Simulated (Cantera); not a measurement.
What does this Cantera script print?

```python
import numpy as np
import cantera as ct

gas_names = """
    C CH CH2 CH3 CH2OH CH3O CH4 CH3OH CN CO CO2 COOH C2 C2H CHCO,ketyl C2H2,acetylene C2H2,vinylidene
    CH2CO,ketene C2H3,vinyl CH3CN CH3CO,acetyl C2H4 C2H4O,ethylen CH3CHO,ethanal CH3COOH (HCOOH)2 C2H5
    C2H6 CH3OCH3 C2H5OH CCN CNC C2N2 C2O C3 C3H3,propargyl C3H4,allene C3H4,propyne C3H4,cyclo-
    C3H5,allyl C3H6,propylene C3H6,cyclo- C3H6O C3H7,n-propyl C3H7,i-propyl C3H8 C3H8O,1propanol
    C3H8O,2propanol C3O2 C4 C4H2 C4H4,1,3-cyclo- C4H6,butadiene C4H6,2-butyne C4H6,cyclo- C4H8,1-butene
    C4H8,cis2-buten C4H8,tr2-butene C4H8,isobutene C4H8,cyclo- (CH3COOH)2 C4H9,n-butyl C4H9,i-butyl
    C4H9,s-butyl C4H9,t-butyl C4H10,isobutane C4H10,n-butane C4N2 C5 C5H6,1,3cyclo- C5H8,cyclo-
    C5H10,1-pentene C5H10,cyclo- C5H11,pentyl C5H11,t-pentyl C5H12,n-pentane C5H12,i-pentane
    CH3C(CH3)2CH3 C6H2 C6H5,phenyl C6H5O,phenoxy C6H6 C6H5OH,phenol C6H10,cyclo- C6H12,1-hexene
    C6H12,cyclo- C6H13,n-hexyl C7H7,benzyl C7H8 C7H8O,cresol C7H14,1-heptene C7H15,n-heptyl
    C7H16,n-heptane C8H8,styrene C8H10,ethylbenz C8H16,1-octene C8H17,n-octyl C8H18,isooctane
    C8H18,n-octane C9H19,n-nonyl C10H8,naphthale C10H21,n-decyl C12H9,o-bipheny C12H10,bipheny H HCN HCO
    HCCN HNC HNCO HNO HNO2 HNO3 HO2 H2 HCHO,formaldehy HCOOH H2O H2O2 N NCO NH NH2 NH3 NH2OH NO NO2 NO3
    N2 N2H2 N2H4 N2O O OH O2 O3
""".split()
cond_names = """
    C(gr) C6H6(L) C7H8(L) C8H18(L),n-octa H2O(s) H2O(L)
""".split()


def load(file, names, dense=False):
    # The tables refer to 1 bar. Condensed volumes are neglected.
    table = {s.name: s for s in ct.Species.list_from_file(file)}
    out = []
    for n in names:
        d = dict(table[n].input_data)
        d["thermo"] = dict(d["thermo"], **{"reference-pressure": 1e5})
        if dense:
            d["equation-of-state"] = {"model": "constant-volume", "density": "1e6 g/cm^3"}
        out.append(ct.Species.from_dict(d))
    return out


gas = ct.Solution(thermo="ideal-gas", species=load("nasa_gas.yaml", gas_names))
cond = {s.name: ct.Solution(thermo="fixed-stoichiometry", species=[s], name=s.name)
        for s in load("nasa_condensed.yaml", cond_names, dense=True)}
atoms = {
    'n-butane': {'C': 4, 'H': 10},
    'NH3': {'N': 1, 'H': 3},
    'H2': {'H': 2},
    'O2': {'O': 2},
}
top_T = {'C(gr)': 4500}  # K; cautious upper limits of use, not melting points


def equilibrate(T, P, feed):
    n = {}
    for name, mol in feed.items():
        for a, k in atoms[name].items():
            n[a] = n.get(a, 0.0) + k * mol
    gas.TPX = T, P, n
    mass = sum(n.values()) * gas.mean_molecular_weight
    gas.equilibrate("TP")
    valid = [c for c in cond.values() if c.min_temp <= T <= top_T.get(c.name, c.max_temp)]
    mix = ct.Mixture([(gas, mass / gas.mean_molecular_weight)] + [(c, 0.0) for c in valid])
    mix.T, mix.P = T, P
    mix.equilibrate("TP", solver="vcs", rtol=1e-11, max_steps=5000)
    return mix


results = []
feed = {'n-butane': 1, 'NH3': 0.72, 'H2': 9.5, 'O2': 0.0071}  # mol
P = 100000  # Pa
for T in [1825, 1925, 2025, 2125, 2225, 2325, 2425, 2525, 2625, 2725, 2825]:
    mix = equilibrate(T, P, feed)
    results.append((T, P, feed, dict(zip(mix.species_names, mix.species_moles))))

top = {s: max(r[3][s] / sum(r[3][g] for g in gas_names) for r in results) for s in gas_names}
cols = sorted((s for s in top if top[s] > 1e-06), key=lambda s: -top[s])[:7]
seen = [c for c in cond_names if any(r[3].get(c, 0) > 1e-12 for r in results)]
print("log10 of partial pressures in bar; condensed amounts in mol")
print(f"{'T/K':>10s}" + "".join(f"{s[:9]:>10s}" for s in cols + seen))
for T, P, feed, n in results:
    ng = sum(n[g] for g in gas_names)
    print(f"{T:10.4g}" + "".join(f"{np.log10(max(n[s] / ng * P / 1e5, 1e-99)):10.3f}" for s in cols)
          + "".join(f"{n.get(c, 0):10.4g}" for c in seen))
```

Output:

```
log10 of partial pressures in bar; condensed amounts in mol
       T/K        H2         H C2H2,acet        N2       HCN       HNC        CO     C(gr)
      1825    -0.011    -3.362    -3.679    -1.657    -2.994    -4.390    -3.050     3.951
      1925    -0.012    -3.025    -3.351    -1.663    -2.802    -4.109    -3.051     3.937
      2025    -0.012    -2.722    -3.056    -1.671    -2.631    -3.857    -3.051     3.912
      2125    -0.014    -2.447    -2.789    -1.683    -2.479    -3.631    -3.051     3.872
      2225    -0.016    -2.196    -2.548    -1.698    -2.343    -3.429    -3.052     3.812
      2325    -0.019    -1.968    -2.330    -1.717    -2.223    -3.248    -3.053     3.726
      2425    -0.023    -1.759    -2.131    -1.742    -2.116    -3.087    -3.054     3.606
      2525    -0.030    -1.567    -1.951    -1.771    -2.024    -2.943    -3.056     3.443
      2625    -0.039    -1.392    -1.788    -1.806    -1.943    -2.815    -3.059     3.229
      2725    -0.052    -1.231    -1.641    -1.847    -1.876    -2.704    -3.064     2.954
      2825    -0.069    -1.084    -1.509    -1.894    -1.820    -2.608    -3.069     2.606
```

Cantera equilibrium calculation (NASA polynomials, part measured and part estimated; ideal gas, pure solids and liquids).
